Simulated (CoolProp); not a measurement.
Vapour-liquid equilibrium of carbon dioxide (1) + CHF3 (R23) (2) at 3.14 MPa; x and y are mole fractions of (1).

Computed with CoolProp (multi-fluid Helmholtz-energy mixture model, Span 1996 and Penoncello 2003; pair parameters Bell 2016).

| x | bubble temperature (°C) | y at the bubble point | dew temperature at overall composition x (°C) | liquid density (mol/L) |
|---|---|---|---|---|
| 0.05 | 7.8 | 0.061 | 8.0 | 14.02 |
| 0.125 | 6.4 | 0.151 | 6.8 | 14.51 |
| 0.2 | 5.1 | 0.238 | 5.7 | [?] |
| 0.275 | 3.9 | [?] | 4.6 | [?] |
| 0.35 | [?] | 0.401 | 3.4 | 16.04 |
| 0.425 | 1.6 | 0.478 | 2.3 | 16.58 |
| 0.5 | 0.6 | 0.552 | 1.3 | 17.14 |
| 0.575 | [?] | 0.622 | [?] | 17.73 |
| 0.65 | -1.2 | 0.691 | -0.7 | [?] |
| 0.725 | -1.9 | 0.757 | -1.6 | 18.97 |
| 0.8 | -2.6 | 0.823 | -2.4 | 19.63 |
| 0.875 | -3.1 | 0.889 | -3.0 | [?] |
| 0.95 | -3.6 | 0.955 | -3.6 | 21.07 |

Task: Some entries are withheld; supply them.

Result: 
- 0.2, liquid density (mol/L): 15.01
- 0.275, y at the bubble point: 0.321
- 0.275, liquid density (mol/L): 15.52
- 0.35, bubble temperature (°C): 2.7
- 0.575, bubble temperature (°C): -0.3
- 0.575, dew temperature at overall composition x (°C): 0.3
- 0.65, liquid density (mol/L): 18.33
- 0.875, liquid density (mol/L): 20.33

No azeotrope shows between x = 0.05 and 0.95.

Pair parameters are fitted to limited data, so mixtures are less certain than the pure fluids.
